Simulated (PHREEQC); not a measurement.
A solution holds 0.048 mol/kgw CdCl2 and 0.00051 mol/kgw H3BO3, at 25 °C. Closed to the air; pH follows from the charge balance.

The numbers come from PHREEQC with the ion-association model, phreeqc.dat.

**Question.** The ionic strength comes out as 0.0705 mol/kgw. What activity coefficients do H+, Cd+2, CdCl3-, Cl-, CdCl+ get?

**Answer.** H+ 0.84, Cd+2 0.41, CdCl3- 0.80, Cl- 0.79, CdCl+ 0.80.

This is a speciation only: nothing precipitates in the calculation. Complexes and solids missing from the database can't appear.
